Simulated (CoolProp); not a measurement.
R1336mzz(Z) at several states: fugacity coefficient from the reference equation and from simpler models built on Tc = 171.3 °C, pc = 2.904 MPa, ω = 0.386; each cubic takes its own stable root.

Model: reference Helmholtz-energy equation of state, McLinden 2020, in CoolProp.

| T (°C) | p (MPa) | phase | reference |
|---|---|---|---|
| 84.15 | 0.225 | gas | 0.9388 |
| 181.85 | 0.397 | gas | 0.9557 |
| -6.65 | 0.0679 | liquid | 0.2582 |
| 197.95 | 1.92 | gas | 0.8171 |
| 165.45 | 0.0116 | gas | 0.9985 |

Task: How far does each simpler model (van der Waals, Redlich-Kwong, Soave-Redlich-Kwong, Peng-Robinson) lie from the reference over these 5 states: mean and median of the absolute difference, and the worst?

Result: 
- van der Waals: mean 56.7 %, median 1.7 %, worst +278.5 % at -6.65 °C and 0.0679 MPa
- Redlich-Kwong: mean 45.7 %, median 0.1 %, worst +227.1 % at -6.65 °C and 0.0679 MPa
- Soave-Redlich-Kwong: mean 0.5 %, median 0.7 %, worst +1.0 % at 197.95 °C and 1.92 MPa
- Peng-Robinson: mean 0.9 %, median 0.4 %, worst +2.4 % at -6.65 °C and 0.0679 MPa

At some of these states van der Waals gives the other phase, because its saturation line lies elsewhere.
